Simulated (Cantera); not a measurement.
A closed system holds: 1 mol B, 15 mol H2O, 85 mol N2, equilibrated at 0.133 bar.

These are equilibrium values from Cantera (NASA tables, ideal gas, pure condensed phases), not measurements of a reactor. Candidate condensed phases: B, BN, B2O3, B3O3H3, H2O; 39 gas species. The numbers say what is thermodynamically allowed, not how fast it happens. All values below are at 1775 K.

Base state: N2 0.846, H2O 0.129, H2 0.0149, HBO2 0.00984, H 9.68e-5, B2O3 5.24e-5, OH 5.23e-5 (mole fractions); condensed: gas only.

Task: What changes in the equilibrium state with this change: B replaced by BF3?

Result: 
```tsv
species	before	after
N2	0.846	0.833
H2O	0.129	0.130
HF	0	0.0260
H2	0.0149	0.000866
HBO2	0.00984	0.00638
BOF	0	0.00337
O2	1.02e-6	0.000304
NO	8.71e-6	0.000149
OH	5.23e-5	0.000218
H	9.68e-5	2.33e-5
```
